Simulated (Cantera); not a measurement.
Mixture: CH₄ : O₂ : N₂ = 1 : 0.909 : 3.42 (molar parts), at 1.01 bar, adiabatic and at constant volume. Ignition delay is the time to a rise of 400 K.

Cantera simulation using GRI-Mech 3.0 (53 species, 325 reactions); the numbers are that mechanism's predictions, not measurements.

Predict: delay at 1173 K; delay at 1223 K; delay at 1273 K; delay at 1323 K; delay at 1373 K; delay at 1423 K; apparent activation energy between 1323 and 1423 K.


```
Item                                                     Value
--------------------------------------------------  ----------
delay at 1173 K                                        97.6 ms
delay at 1223 K                                        47.4 ms
delay at 1273 K                                        23.9 ms
delay at 1323 K                                        12.4 ms
delay at 1373 K                                        6.60 ms
delay at 1423 K                                        3.62 ms
apparent activation energy between 1323 and 1423 K  190 kJ/mol
```
